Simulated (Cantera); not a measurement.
A perfectly stirred reactor is fed with CH4 : O2 : N2 = 1 : 3.45 : 22.1 (molar parts), equivalence ratio 0.58, at 0.227 atm; it is adiabatic with a 523 K inlet, and is followed from long to short residence time, starting on the burning branch (τ in s: 0.12, 0.055, 0.024, 0.011, 0.0049, 0.0022, 0.00097, 0.00043, 0.00019, 8.6e-05, 3.8e-05, 1.7e-05, 7.7e-06).

Detailed kinetics in Cantera: GRI-Mech 3.0 (53 species, 325 reactions).

One state of this run: T (K) = 1370; x CH4 = 0.000126; x O2 = 0.0558; x HCN = 7.03e-9; x C2H = <1e-12; x CH2O = 9.73e-6; x H = 0.000505; x N2O = 9.80e-8. x: mole fraction; the columns are a selection and need not sum to one.

Which value of τ (s) does it belong to?
A) 0.024
B) 0.12
C) 0.00043
D) 0.011

A, 0.024
